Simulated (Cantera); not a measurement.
Transport properties of process gases

Gas mixture: N2 : H2 : CH3OH = 0.81 : 0.44 : 0.15 (molar parts), at 0.00980 bar, frozen composition.

Cantera's kinetic-theory transport with the Lennard-Jones parameters of GRI-Mech 3.0, ideal gas; thermal conductivity in the mixture-averaged form. Polar gases are described roughly by these parameters. The composition is frozen, though it would react at the higher temperatures.

```
T (K)  ρ (kg/m³)  cp (J/kg/K)  μ (µPa s)  λ (mW/m/K)     Pr  D (cm²/s) H2O  D (cm²/s) O  D (cm²/s) N2
-----  ---------  -----------  ---------  ----------  -----  -------------  -----------  ------------
400      0.00597         1562       20.2        68.9  0.457           50.0         68.1          66.8
550      0.00434         1641       25.6        88.3  0.475           91.1          118           117
700      0.00341         1722       30.4         107  0.490            142          177           178
850      0.00281         1803       34.8         125  0.502            200          245           249
1000     0.00239         1876       39.0         143  0.511            267          322           328
1150     0.00208         1937       42.8         161  0.517            341          406           415
1300     0.00184         1990       46.5         178  0.521            421          498           510
1450     0.00165         2037       50.0         195  0.523            508          597           612
1600     0.00149         2077       53.4         211  0.525            600          703           721
```
D: mixture-averaged diffusion coefficient of that species in the mixture.
